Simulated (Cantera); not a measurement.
Input: 1 mol MgO, 0.28 mol SO2, 0.17 mol CO2, 0.066 mol SO3, equilibrated at 1600 °C and 0.0133 bar.

These are equilibrium values from Cantera (NASA tables, ideal gas, pure condensed phases), not measurements of a reactor. Candidate condensed phases: C, Mg, MgCO3, MgO, MgS, MgSO4, S; 26 gas species. The numbers say what is thermodynamically allowed, not how fast it happens.

Base state: SO2 0.627, CO2 0.304, O2 0.0623, CO 0.00449, SO 0.000945, O 0.000511, SO3 0.000149 (mole fractions); condensed: MgO(s).

Task: What changes in the equilibrium state with this change: SO3 from 0.066 to 0.91 mol?

Result: 
```tsv
species	before	after
SO2	0.627	0.654
O2	0.0623	0.250
CO2	0.304	0.0929
CO	0.00449	0.000684
SO3	0.000149	0.000311
O	0.000511	0.00102
SO	0.000945	0.000492
MgO(s), mol	1.00	1.000
```
